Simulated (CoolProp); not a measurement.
Computed with CoolProp (reference Helmholtz-energy equation of state, Thol 2015).

**Question.** For octamethylcyclotetrasiloxane (D4), give the phase and the density (kg/m³), speed of sound (m/s) at 29.15 °C and 0.0128 MPa.

**Answer.** 
- 29.15 °C and 0.0128 MPa: liquid; density 946, speed of sound 902
